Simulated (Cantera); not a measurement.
A Cantera script and what it prints.

```python
import numpy as np
import cantera as ct

gas_names = """
    Cs CsO CsOH Cs2 Cs2O Cs2O2H2 H HO2 H2 H2O H2O2 O OH O2 O3
""".split()
cond_names = """
    Cs(cr) Cs(L) CsOH(a) CsOH(b) CsOH(c) CsOH(L) H2O(s) H2O(L)
""".split()


# ... load() reads the species with a 1 bar reference pressure and builds the phases ...
atoms = {
    'CsOH': {'Cs': 1, 'O': 1, 'H': 1},
    'H2O': {'H': 2, 'O': 1},
}
top_T = {}  # K; cautious upper limits of use, not melting points


# ... equilibrate(T, P, feed) seeds the gas with the atoms and calls Mixture.equilibrate('TP', solver="vcs", rtol=1e-11, max_steps=5000) ...
results = []
feed = {'CsOH': 1, 'H2O': 1.7}  # mol
T = 2048  # K
P = 130  # Pa
mix = equilibrate(T, P, feed)
results.append((T, P, feed, dict(zip(mix.species_names, mix.species_moles))))
x = sorted(zip(gas.X, gas.species_names), reverse=True)
print(f"T = {T:g} K  P = {P:g} Pa  gas = {mix.phase_moles(0):.4g} mol")
print("   x: " + "  ".join(f"{s} {v:.3e}" for v, s in x if v > 1e-06))
print("   condensed (mol): " + ("  ".join(f"{mix.phase(i).name} {mix.phase_moles(i):.4g}"
      for i in range(1, mix.n_phases) if mix.phase_moles(i) > 1e-12) or "none"))
```

It prints:

```
T = 2048 K  P = 130 Pa  gas = 3.293 mol
   x: H2O 5.720e-01  Cs 1.994e-01  CsOH 1.040e-01  O2 5.699e-02  H2 2.732e-02  OH 2.340e-02  H 1.027e-02  O 6.349e-03  CsO 2.733e-04
   condensed (mol): none
```

Equilibrium computed with Cantera from the NASA thermochemical tables; the gas is ideal and each condensed phase is pure.
